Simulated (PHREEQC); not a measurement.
A PHREEQC input (ion-association model, phreeqc.dat):

```
SOLUTION 1
  temp 20
  units mg/L
  pH 8.14
  pe 0.8
  Na 186
  K 1.1 charge
  Ca 232
  Mg 57.5
  Cl 19.4
  S(6) 1020 as SO4
  Alkalinity 178 as HCO3
  Ba 1.01
  Zn 35.5
  Li 0.0708
END
USE solution 1
EQUILIBRIUM_PHASES 1
  Quartz 0 0.5
  CO2(g) -3.4 10
END
```

It stops with these messages:

```
WARNING: Maximum iterations exceeded, 100
WARNING: Maximum iterations exceeded, 100
WARNING: The program has failed to converge to a numerical solution.
ERROR:           Alkalinity has not converged. Total: 2.922177e-03	Calculated: 3.732014e-03	Residual: -8.098376e-04
ERROR: Is non-carbonate alkalinity greater than total alkalinity?
ERROR: Model failed to converge for initial solution  1.
```

### Question
What went wrong, and how is it mended?

### Answer
The fault: charge balance asked on the minor ion K. The line should read `K 1.1` where the input has `K 1.1 charge`. With the mend the run ends at pH 8.36 and ionic strength 0.0335 mol/kgw.
